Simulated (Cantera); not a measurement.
An isothermal plug-flow reactor at 1275 K and 1.00 bar (inlet), inlet velocity 2 m/s, active area per volume 210 1/m; feed CH₄ : O₂ : N₂ = 0.0028 : 0.13 : 0.79 (molar parts), equivalence ratio 0.043.

Model: Deutschmann's 1995 Pt surface mechanism with GRI-Mech 3.0 gas chemistry, integrated in Cantera. Catalytic surfaces can have several steady states; this one follows from the mechanism file's or the stated starting coverage. Mass transfer to the wall is taken as infinitely fast.

### Question
Predict: x(CH₄) at z = 0.0035 m; x(O₂) at z = 0.0035 m; x(H₂O) at z = 0.0035 m; x(CO₂) at z = 0.0035 m; x(CO) at z = 0.0035 m; θ(free Pt) at the exit; θ(O*) at the exit.

### Answer
| Property | Result |
|---|---|
| x(CH₄) at z = 0.0035 m | 0.00240 |
| x(O₂) at z = 0.0035 m | 0.140 |
| x(H₂O) at z = 0.0035 m | 0.00121 |
| x(CO₂) at z = 0.0035 m | 0.000587 |
| x(CO) at z = 0.0035 m | 4.39e-6 |
| θ(free Pt) at the exit | 0.476 |
| θ(O*) at the exit | 0.524 |
